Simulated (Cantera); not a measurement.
A Cantera script and its output.

```python
import numpy as np
import cantera as ct

gas = ct.Solution("h2o2.yaml")
gas.TPX = 325, 1000000, {'H2': 1, 'O2': 0.725, 'N2': 2.72}
flame = ct.FreeFlame(gas, width=0.008)
flame.set_refine_criteria(ratio=3, slope=0.08, curve=0.16)
flame.transport_model = "mixture-averaged"
flame.solve(loglevel=0, auto=True)
z, T = flame.grid, flame.T
thick = (T[-1] - T[0]) / np.gradient(T, z).max()
show = ['H2', 'O2', 'H', 'O', 'HO2', 'OH']
print(f"laminar burning velocity  {flame.velocity[0] * 100:.3f} cm/s")
print(f"burnt temperature         {T[-1]:.1f} K")
print(f"thermal thickness         {thick * 1e3:.4f} mm")
print(f"grid points               {len(z)}")
z0 = z[flame.heat_release_rate.argmax()]
print(f"{'z/mm':>9s}{'T/K':>9s}{'u/(m/s)':>9s}" + "".join(f"{s:>11s}" for s in show))
rows = []
for k in (-3, -2, -1.5, -1, -0.5, -0.25, 0, 0.25, 0.5, 1, 2, 4, 8):
    zz = z0 + k * thick
    rows.append([k * thick, np.interp(zz, z, T), np.interp(zz, z, flame.velocity),
                 *(np.interp(zz, z, flame.X[gas.species_index(s)]) for s in show)])
    print(f"{rows[-1][0] * 1e3:9.3f}{rows[-1][1]:9.1f}{rows[-1][2]:9.3f}" + "".join(f"{x:11.3e}" for x in rows[-1][3:]))
```

Result:

```
laminar burning velocity  44.299 cm/s
burnt temperature         1983.8 K
thermal thickness         0.0456 mm
grid points               117
     z/mm      T/K  u/(m/s)         H2         O2          H          O        HO2         OH
   -0.137    325.5    0.442  2.215e-01  1.638e-01  5.504e-17  8.995e-12  1.782e-08  2.324e-14
   -0.091    330.0    0.443  2.109e-01  1.660e-01  2.075e-15  1.214e-10  4.444e-07  1.218e-12
   -0.068    344.9    0.454  1.945e-01  1.689e-01  4.572e-14  6.211e-10  2.936e-06  2.342e-11
   -0.046    423.8    0.538  1.570e-01  1.721e-01  1.106e-11  1.025e-08  3.258e-05  1.367e-09
   -0.023    789.5    0.963  9.318e-02  1.562e-01  1.289e-06  3.184e-06  4.620e-04  3.036e-06
   -0.011   1167.2    1.410  5.815e-02  1.295e-01  1.773e-04  1.178e-04  8.257e-04  2.173e-04
    0.000   1539.1    1.857  2.831e-02  9.695e-02  1.098e-03  8.331e-04  4.628e-04  1.609e-03
    0.011   1757.1    2.123  1.171e-02  7.553e-02  1.374e-03  1.362e-03  2.011e-04  3.805e-03
    0.023   1861.8    2.249  5.334e-03  6.683e-02  8.906e-04  1.220e-03  9.908e-05  4.735e-03
    0.046   1939.0    2.341  1.776e-03  6.266e-02  2.619e-04  6.175e-04  3.483e-05  4.008e-03
    0.091   1972.6    2.379  4.598e-04  6.189e-02  4.020e-05  1.900e-04  9.674e-06  2.396e-03
    0.182   1982.1    2.390  1.294e-04  6.193e-02  7.485e-06  6.733e-05  3.786e-06  1.467e-03
    0.365   1983.6    2.392  8.316e-05  6.197e-02  4.349e-06  4.820e-05  3.013e-06  1.248e-03
```

Detailed kinetics in Cantera: the H2/O2 subset of GRI-Mech 3.0, which has no nitrogen chemistry. The hydrogen kinetics of GRI-Mech 3.0 are dated; newer H2 mechanisms differ, most at raised pressure. Burning velocities carry a grid error of a few per cent, more on coarse grids. Lean hydrogen flames are cellular in practice and burn faster than this planar one.
